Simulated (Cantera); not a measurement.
Charge: 1 mol PbO, 0.04 mol O₂, 1 mol H₂, equilibrated at 2.40 mbar.

Equilibrium computed with Cantera from the NASA thermochemical tables; the gas is ideal and each condensed phase is pure. Candidate condensed phases: H₂O, Pb, PbO, PbO₂, Pb₃O₄; 12 gas species. Mutual solubility and eutectic melting of coexisting phases are not modelled. Gases not in the tables: (PbO)n polymers. Kinetics and transport are ignored.

Which condensed phases are stable at each of these points (T (K)): 450, 550, 650, 750, 850, 950, 1050, 1150, 1250, 1350, 1450, 1550?


| T (K) | condensed phases | Pb condensed (%) |
|---|---|---|
| 450 | Pb(s) + PbO(red) | 100.0 |
| 550 | Pb(s) + PbO(red) | 100.0 |
| 650 | Pb(l) + PbO(red) | 100.0 |
| 750 | Pb(l) + PbO(red) | 100.0 |
| 850 | Pb(l) + PbO(yellow) | 100.0 |
| 950 | Pb(l) + PbO(yellow) | 99.8 |
| 1050 | Pb(l) + PbO(yellow) | 98.0 |
| 1150 | Pb(l) + PbO(yellow) | 85.0 |
| 1250 | gas only | 0.0 |
| 1350 | gas only | 0.0 |
| 1450 | gas only | 0.0 |
| 1550 | gas only | 0.0 |

From 450 K to 550 K the condensed part is Pb(s) + PbO(red). From 650 K to 750 K the condensed part is Pb(l) + PbO(red). From 850 K to 1150 K the condensed part is Pb(l) + PbO(yellow). From 1250 K to 1550 K nothing is condensed.
